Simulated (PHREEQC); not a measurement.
Consider water at 24 °C with 28 mmol/kgw HF, 0.05 mmol/kgw NH4HF2 and 0.33 mmol/kgw H2SO4. Closed to the air; pH follows from the charge balance.

All values are PHREEQC results (ion-association model, phreeqc.dat), not measurements.

Precipitation was switched off in this run.

Question: Order these F species by the share of F that they hold, largest first: HF, F-, HF2-.

Answer: HF (84 %), F- (14 %), HF2- (2.5 %)

The pH is 2.35 and the ionic strength 0.00506 mol/kgw. Complexes and solids missing from the database can't appear.
